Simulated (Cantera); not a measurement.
Charge: 1 mol Ti, 0.13 mol H2O, equilibrated at 75.0 Torr.

Equilibrium computed with Cantera from the NASA thermochemical tables; the gas is ideal and each condensed phase is pure. Candidate condensed phases: H2O, Ti, TiO, TiO2, Ti2O3, Ti3O5, Ti4O7; 12 gas species. Mutual solubility and eutectic melting of coexisting phases are not modelled. TiO: taken at fixed stoichiometry. Condensed phases not in the tables: N, O or C dissolved in the metal. Kinetics and transport are ignored.

log p: log10 of the partial pressure in bar; n: condensed amount in mol.

```json
[
 {"T (K)": "1150", "log p H2": "-1.00", "log p H": "-7.63", "log p Ti": "<-13", "log p H2O": "-12.28", "n Ti(α)": "0.870", "n TiO(s)": "0.130", "n Ti(β)": "0"},
 {"T (K)": "1225", "log p H2": "-1.00", "log p H": "___", "log p Ti": "___", "log p H2O": "___", "n Ti(α)": "0", "n TiO(s)": "0.130", "n Ti(β)": "0.870"},
 {"T (K)": "1300", "log p H2": "-1.00", "log p H": "-6.46", "log p Ti": "-11.44", "log p H2O": "-10.76", "n Ti(α)": "0", "n TiO(s)": "0.130", "n Ti(β)": "0.870"},
 {"T (K)": "1375", "log p H2": "-1.00", "log p H": "-5.97", "log p Ti": "-10.42", "log p H2O": "-10.14", "n Ti(α)": "0", "n TiO(s)": "0.130", "n Ti(β)": "0.870"},
 {"T (K)": "1450", "log p H2": "-1.00", "log p H": "___", "log p Ti": "___", "log p H2O": "___", "n Ti(α)": "0", "n TiO(s)": "0.130", "n Ti(β)": "0.870"},
 {"T (K)": "1525", "log p H2": "-1.00", "log p H": "-5.13", "log p Ti": "-8.71", "log p H2O": "-9.08", "n Ti(α)": "0", "n TiO(s)": "0.130", "n Ti(β)": "0.870"},
 {"T (K)": "1600", "log p H2": "-1.00", "log p H": "-4.76", "log p Ti": "-7.97", "log p H2O": "-8.64", "n Ti(α)": "0", "n TiO(s)": "0.130", "n Ti(β)": "0.870"},
 {"T (K)": "1675", "log p H2": "-1.00", "log p H": "-4.44", "log p Ti": "-7.30", "log p H2O": "-8.23", "n Ti(α)": "0", "n TiO(s)": "0.130", "n Ti(β)": "0.870"},
 {"T (K)": "1750", "log p H2": "-1.00", "log p H": "-4.13", "log p Ti": "-6.69", "log p H2O": "-7.86", "n Ti(α)": "0", "n TiO(s)": "0.130", "n Ti(β)": "0.870"}
]
```

Problem. Fill in the missing entries.

Solution. 
- 1225, log p H: -7.01
- 1225, log p Ti: -12.57
- 1225, log p H2O: -11.47
- 1450, log p H: -5.52
- 1450, log p Ti: -9.52
- 1450, log p H2O: -9.58
